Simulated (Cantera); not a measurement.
Feed: 1 mol Al(CH₃)₃, 4.9 mol NH₃, 8.5 mol H₂, held at 1.00 bar.

Method: chemical equilibrium by Gibbs-energy minimisation in Cantera with the NASA 1993 tables (ideal gas, pure condensed phases). Candidate condensed phases: Al, AlN, C, C₆H₆, C₇H₈, C₈H₁₈; 97 gas species. The feed counts by its element totals alone. Rates play no part.

x: gas mole fraction; n: condensed amount in mol.

```csv
T (K),x H₂,x N₂,x CH₄,x HCN,x H,x NH₃,x C₂H₂ (acetylene),n AlN(s),n C(graphite)
975,0.820,0.0948,0.0846,9.60e-7,1.04e-9,0.000158,4.68e-10,1.00,[?]
1050,0.866,0.0912,0.0429,3.12e-6,7.55e-9,0.000103,3.58e-9,1.00,[?]
1125,0.888,0.0894,0.0227,8.65e-6,4.19e-8,6.94e-5,2.04e-8,1.00,[?]
1200,0.899,0.0885,0.0128,2.10e-5,1.87e-7,4.84e-5,9.23e-8,1.00,2.72
1275,0.904,0.0881,0.00758,4.59e-5,7.01e-7,3.51e-5,3.47e-7,1.00,2.83
1350,0.907,0.0878,0.00475,9.20e-5,2.27e-6,2.62e-5,1.12e-6,1.00,2.89
1425,0.909,0.0876,0.00311,0.000171,6.50e-6,2.02e-5,3.20e-6,1.00,2.93
1500,0.910,0.0875,0.00213,0.000298,1.68e-5,1.59e-5,8.21e-6,1.00,2.95
1575,0.911,0.0873,0.00151,0.000493,3.97e-5,1.28e-5,1.92e-5,1.00,2.95
1650,0.911,0.0871,0.00110,0.000778,8.67e-5,1.05e-5,4.15e-5,1.000,2.96
1725,0.911,0.0869,0.000828,0.00118,0.000177,8.80e-6,8.39e-5,1.000,2.95
```

Fill in the missing entries.


- 975, n C(graphite): 1.26
- 1050, n C(graphite): 2.08
- 1125, n C(graphite): 2.50
